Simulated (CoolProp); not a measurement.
The numbers come from the reference Helmholtz-energy equation of state, Thol 2018 in CoolProp.

For hydrogen chloride, give the phase and the speed of sound (m/s) at 328.5 K and 1.02 bar; 328.5 K and 133 bar.


- 328.5 K and 1.02 bar: gas; speed of sound 323
- 328.5 K and 133 bar: supercritical; speed of sound 424
